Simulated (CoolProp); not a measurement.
A single-stage vapour-compression cycle with R142b: evaporating at 273.15 K (dew point), condensing at 297.15 K (bubble point), superheat 8 K, subcooling 5 K, compressor efficiency 0.75, no pressure losses. Each further row changes one setting.

Computed with CoolProp (reference Helmholtz-energy equation of state, Lemmon 2006). It is a short technical equation, of lower accuracy than the large ones.

```csv
case,cooling COP,pressure ratio,discharge temperature (K),refrigerating effect (kJ/kg),volumetric capacity (kJ/m³)
as stated,8.05,2.26,314.4,200,1310
evaporating temperature 278.15 K,(withheld),(withheld),(withheld),(withheld),(withheld)
condensing temperature 292.15 K,10.4,1.93,307.9,207,1350
subcooling 10 K,8.31,2.26,314.4,207,1350
superheat 18 K,8.05,2.26,324.7,209,1310
compressor efficiency 0.65,(withheld),2.26,(withheld),200,1310
```

Fill in the missing entries.


- evaporating temperature 278.15 K, cooling COP: 10.5
- evaporating temperature 278.15 K, pressure ratio: 1.89
- evaporating temperature 278.15 K, discharge temperature (K): 312.1
- evaporating temperature 278.15 K, refrigerating effect (kJ/kg): 204
- evaporating temperature 278.15 K, volumetric capacity (kJ/m³): 1580
- compressor efficiency 0.65, cooling COP: 6.98
- compressor efficiency 0.65, discharge temperature (K): 318.5
